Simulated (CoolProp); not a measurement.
A simple Rankine cycle with cyclopropane: condensing at 289.15 K, boiler at 2.64 MPa, turbine inlet 395.4 K, turbine efficiency 0.6, pump efficiency 0.7, no recuperator. Each further row changes one setting.

The numbers come from the reference Helmholtz-energy equation of state, Polt 1992 in CoolProp. This equation is an older, rougher fit; its heat capacities, sound speeds and derivatives of the liquid may be far off and weren't checked against measurements.

| case | thermal efficiency (%) | net work (kJ/kg) | heat in (kJ/kg) | turbine exit temperature (K) | volume ratio over the turbine |
|---|---|---|---|---|---|
| as stated | ? | 52.1 | 549 | 340.4 | 4.68 |
| turbine inlet 415.4 K | 9.6 | 57.2 | 594 | ? | 4.63 |
| condensing temperature 281.15 K | 10.6 | 60.1 | 568 | ? | 5.88 |
| boiler pressure 1.85 MPa | 7.8 | 44.0 | ? | 356.3 | 3.21 |
| turbine efficiency 0.5 | 7.8 | 42.7 | 549 | ? | ? |

Some entries are withheld; supply them.


- as stated, thermal efficiency (%): 9.5
- turbine inlet 415.4 K, turbine exit temperature (K): 363.8
- condensing temperature 281.15 K, turbine exit temperature (K): 333.5
- boiler pressure 1.85 MPa, heat in (kJ/kg): 567
- turbine efficiency 0.5, turbine exit temperature (K): 346.2
- turbine efficiency 0.5, volume ratio over the turbine: 4.78
